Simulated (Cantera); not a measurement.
Feed: 1 mol MgO, 0.1 mol O2, 1.4 mol H2O, at 1448 K and 0.400 bar.

Method: chemical equilibrium by Gibbs-energy minimisation in Cantera with the NASA 1993 tables (ideal gas, pure condensed phases). Candidate condensed phases: H2O, Mg, MgO, Mg(OH)2; 15 gas species. Kinetics and transport are ignored.

Base state: H2O 0.933, O2 0.0666, OH 0.000141 (mole fractions); condensed: MgO(s).

Q: What changes in the equilibrium state with this change: MgO replaced by FeS?

A: 
| species | before | after |
|---|---|---|
| H2O | 0.933 | 0.833 |
| H2 | 5.26e-6 | 0.0657 |
| SO2 | 0 | 0.0517 |
| O2 | 0.0666 | <1e-9 |
| H2S | 0 | 0.0277 |
| S2 | 0 | 0.0200 |
| SO | 0 | 0.000652 |
| S2O | 0 | 0.000486 |
| SH | 0 | 0.000474 |
| OH | 0.000141 | 1.13e-6 |
| MgO(s), mol | 1.00 | 0 |
| FeO(s), mol | 0 | 0.184 |
| FeS(s), mol | 0 | 0.816 |
Metal and sulfide melt together well below either melting point, which pure phases cannot show. Mutual solubility and eutectic melting of coexisting phases are not modelled. The tables' stoichiometric FeO is somewhat more stable than real wüstite, so its field is too wide. FeO, FeS: taken at fixed stoichiometry. Further candidate phases: Fe, FeO, Fe(OH)2, Fe(OH)3, FeS, FeSO4, FeS2, Fe2O3, Fe2(SO4)3, Fe3O4, H2SO4, S.
